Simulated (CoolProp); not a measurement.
n-butane along the isobar 2.33 MPa: fugacity coefficient from the reference equation and from simpler models built on Tc = 425.1 K, pc = 3.796 MPa, ω = 0.201; each cubic takes its own stable root.

Values from CoolProp's reference Helmholtz-energy equation of state, Bücker 2006.

```json
[
 {"T (K)": "208.7", "phase": "liquid", "reference": "0.001774"},
 {"T (K)": "232.9", "phase": "liquid", "reference": "0.007832"},
 {"T (K)": "257", "phase": "liquid", "reference": "0.02478"},
 {"T (K)": "281.1", "phase": "liquid", "reference": "0.06183"},
 {"T (K)": "305.3", "phase": "liquid", "reference": "0.1294"},
 {"T (K)": "329.4", "phase": "liquid", "reference": "0.2353"},
 {"T (K)": "353.6", "phase": "liquid", "reference": "0.3844"},
 {"T (K)": "377.7", "phase": "liquid", "reference": "0.5731"},
 {"T (K)": "401.8", "phase": "gas", "reference": "0.7512"},
 {"T (K)": "426", "phase": "gas", "reference": "0.7983"},
 {"T (K)": "450.1", "phase": "gas", "reference": "0.8337"},
 {"T (K)": "474.2", "phase": "gas", "reference": "0.8617"},
 {"T (K)": "498.4", "phase": "gas", "reference": "0.8843"},
 {"T (K)": "522.5", "phase": "gas", "reference": "0.9027"}
]
```

Problem. How far does each simpler model (van der Waals, Redlich-Kwong, Soave-Redlich-Kwong) lie from the reference over these 14 states: mean and median of the absolute difference, and the worst?

Solution. 
- van der Waals: mean 338.9 %, median 45.1 %, worst +2500.3 % at 208.7 K and 2.33 MPa
- Redlich-Kwong: mean 24.8 %, median 13.9 %, worst +81.2 % at 208.7 K and 2.33 MPa
- Soave-Redlich-Kwong: mean 1.1 %, median 0.6 %, worst -3.3 % at 208.7 K and 2.33 MPa
